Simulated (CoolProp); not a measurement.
C2F6 (R116) along the isobar 32.8 bar: density (kg/m³) from the reference equation and from simpler models built on Tc = 19.9 °C, pc = 30.48 bar, ω = 0.257; each cubic takes its own stable root.

The numbers come from the reference Helmholtz-energy equation of state, Lemmon 2006 in CoolProp. It is a short technical equation, of lower accuracy than the large ones.

| T (°C) | phase | reference | Soave-Redlich-Kwong | Peng-Robinson |
|---|---|---|---|---|
| -36.85 | liquid | 1427 | 1350 | 1527 |
| -9.95 | liquid | 1263 | 1157 | 1306 |
| 17.05 | liquid | 968.2 | 807.2 | 895.6 |
| 44.05 | supercritical | 262.9 | 259.8 | 271.9 |
| 70.95 | supercritical | 204.7 | 203.0 | 210.5 |
| 97.95 | supercritical | 174.4 | 173.0 | 178.4 |
| 124.85 | supercritical | 154.4 | 153.1 | 157.3 |
| 151.85 | supercritical | 139.6 | 138.4 | 141.8 |
